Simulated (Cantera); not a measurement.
# SiCl4 + O3 + H2 (silicon oxide and oxynitride deposition)

Charge: 1 mol SiCl4, 0.35 mol O3, 18 mol H2, equilibrated at 1.00 bar.

Method: chemical equilibrium by Gibbs-energy minimisation in Cantera with the NASA 1993 tables (ideal gas, pure condensed phases). Candidate condensed phases: H2O, Si, SiO2; 30 gas species. The tables' values for SiCl3 are old estimates; treat these amounts as uncertain. The tables hold silica as quartz up to 1696 K and as liquid above; real silica turns to tridymite and cristobalite and melts near 1996 K. The numbers say what is thermodynamically allowed, not how fast it happens.

```csv
T (°C),x H2,x HCl,x SiO,x SiCl2,x SiCl4,n SiO2(β-quartz),n SiO2(condensed)
1127,0.850,0.126,2.24e-5,0.00518,0.0102,0.525,0
1177,0.844,0.132,7.23e-5,0.00815,0.00739,0.524,0
1227,0.839,0.137,0.000205,0.0113,0.00496,0.523,0
1277,0.834,0.142,0.000523,0.0140,0.00313,0.520,0
1327,0.830,0.146,0.00122,0.0161,0.00188,0.513,0
1377,0.826,0.149,0.00261,0.0172,0.00110,0.499,0
1427,0.821,0.153,0.00518,0.0173,0.000631,0,0.473
1477,0.814,0.158,0.00938,0.0163,0.000354,0,0.430
1527,0.805,0.164,0.0155,0.0139,0.000191,0,0.367
1577,0.794,0.171,0.0232,0.0106,9.56e-5,0,0.286
1627,0.782,0.178,0.0312,0.00699,4.23e-5,0,0.199
1677,0.772,0.184,0.0380,0.00390,1.60e-5,0,0.123
```
x: gas mole fraction; n: condensed amount in mol.

From 1127 °C to 1377 °C the condensed part is SiO2(β-quartz). From 1427 °C to 1677 °C the condensed part is SiO2(condensed). The main Si-bearing gas is SiCl4 at 1127 °C and SiO at 1677 °C. The share of Si in condensed phases is highest at 1127 °C (52.5 %) and lowest at 1677 °C (12.3 %).
